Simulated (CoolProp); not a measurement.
A simple Rankine cycle with cyclopentane: condensing at 298.15 K, boiler at 3.24 MPa, turbine inlet 488.9 K, turbine efficiency 0.9, pump efficiency 0.8, no recuperator. Each further row changes one setting.

The numbers come from the reference Helmholtz-energy equation of state, Gedanitz 2015 in CoolProp.

| case | thermal efficiency (%) | net work (kJ/kg) | heat in (kJ/kg) | turbine exit temperature (K) | volume ratio over the turbine |
|---|---|---|---|---|---|
| as stated | 25.2 | 159 | 633 | 349.0 | 93.1 |
| turbine inlet 508.9 K | 25.3 | 175 | 693 | 377.8 | 83.5 |
| condensing temperature 290.15 K | 26.4 | 171 | 648 | 340.7 | 126 |
| boiler pressure 2.27 MPa | [?] | 162 | [?] | 373.5 | 53.8 |
| turbine efficiency 0.8 | 22.3 | [?] | 633 | 361.3 | [?] |

### Question
Some entries are withheld; supply them.

### Answer

- boiler pressure 2.27 MPa, thermal efficiency (%): 24.0
- boiler pressure 2.27 MPa, heat in (kJ/kg): 673
- turbine efficiency 0.8, net work (kJ/kg): 141
- turbine efficiency 0.8, volume ratio over the turbine: 96.5
